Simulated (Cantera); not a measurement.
Feed: 1 mol Fe3O4, 1.8 mol C, 18 mol N2, 2.9 mol CO, held at 0.00520 bar.

Equilibrium computed with Cantera from the NASA thermochemical tables; the gas is ideal and each condensed phase is pure. Candidate condensed phases: C, Fe, Fe(CO)5, FeO, Fe2O3, Fe3O4; 27 gas species. Each liquid is taken as pure. Mutual solubility and eutectic melting of coexisting phases are not modelled. The tables' stoichiometric FeO is somewhat more stable than real wüstite, so its field is too wide. FeO: taken at fixed stoichiometry. Rates play no part.

Problem. Which condensed phases are stable at each of these points (T (K)): 1048, 1148, 1248, 1348, 1448, 1548, 1648, 1748, 1848, 1948, 2048, 2148, 2248, 2348?

Solution. 
```json
[
 {"T (K)": "1048", "condensed phases": "Fe(α) + FeO(s)", "Fe condensed (%)": "100.0"},
 {"T (K)": "1148", "condensed phases": "Fe(α) + FeO(s)", "Fe condensed (%)": "100.0"},
 {"T (K)": "1248", "condensed phases": "Fe(γ) + FeO(s)", "Fe condensed (%)": "100.0"},
 {"T (K)": "1348", "condensed phases": "Fe(γ) + FeO(s)", "Fe condensed (%)": "100.0"},
 {"T (K)": "1448", "condensed phases": "Fe(γ) + FeO(s)", "Fe condensed (%)": "100.0"},
 {"T (K)": "1548", "condensed phases": "Fe(γ) + FeO(s)", "Fe condensed (%)": "99.9"},
 {"T (K)": "1648", "condensed phases": "Fe(γ) + FeO(s)", "Fe condensed (%)": "99.6"},
 {"T (K)": "1748", "condensed phases": "Fe(δ) + FeO(l)", "Fe condensed (%)": "98.0"},
 {"T (K)": "1848", "condensed phases": "Fe(l) + FeO(l)", "Fe condensed (%)": "91.6"},
 {"T (K)": "1948", "condensed phases": "Fe(l) + FeO(l)", "Fe condensed (%)": "69.5"},
 {"T (K)": "2048", "condensed phases": "FeO(l)", "Fe condensed (%)": "47.6"},
 {"T (K)": "2148", "condensed phases": "FeO(l)", "Fe condensed (%)": "26.3"},
 {"T (K)": "2248", "condensed phases": "gas only", "Fe condensed (%)": "0.0"},
 {"T (K)": "2348", "condensed phases": "gas only", "Fe condensed (%)": "0.0"}
]
```

From 1048 K to 1148 K the condensed part is Fe(α) + FeO(s). From 1248 K to 1648 K the condensed part is Fe(γ) + FeO(s). At 1748 K the condensed part is Fe(δ) + FeO(l). From 1848 K to 1948 K the condensed part is Fe(l) + FeO(l). From 2048 K to 2148 K the condensed part is FeO(l). From 2248 K to 2348 K nothing is condensed.
